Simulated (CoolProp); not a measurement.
Vapour-liquid equilibrium of isobutane (1) + acetone (2) at 485 kPa; x and y are mole fractions of (1).

Model: multi-fluid Helmholtz-energy mixture model, Bücker 2006 and Lemmon 2006; pair parameters Bell 2016, in CoolProp.

**Question.** Give the bubble temperature and the first vapour's composition at x = 0.125, 0.2, 0.65. Is there an azeotrope?

**Answer.** x = 0.125: 344.1 K, y = 0.670; x = 0.2: 331.9 K, y = 0.784; x = 0.65: 315.3 K, y = 0.901. No azeotrope shows between x = 0.05 and 0.95.

Pair parameters are fitted to limited data, so mixtures are less certain than the pure fluids. With so large a gap from Raoult's law the liquid may split in two, which this calculation doesn't test in full.
